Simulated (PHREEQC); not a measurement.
Dissolve 0.73 mol NaBr, 0.018 mol NaHCO3 and 0.44 mol MgCl2 per kg of water at 50 °C and 300 atm. Closed to the air; pH follows from the charge balance.

All values are PHREEQC results (ion-association model, wateq4f.dat), not measurements.

This is a speciation only: nothing precipitates in the calculation.

### Question
Order these C species by the share of C that they hold, largest first: CO2, HCO3-, MgCO3, MgHCO3+, NaHCO3.

### Answer
MgHCO3+ (66 %), HCO3- (27 %), NaHCO3 (3.4 %), CO2 (2.1 %), MgCO3 (1.2 %)

The pH is 6.90 and the ionic strength 2.04 mol/kgw. The ionic strength is past about 0.7 mol/kgw, beyond the range of this activity model, so the values are rough. Under pressure, the constants of complexes without a molar volume in the database are unreliable. At this temperature some constants are extrapolated from 25 °C, and those without enthalpy data are left unchanged.
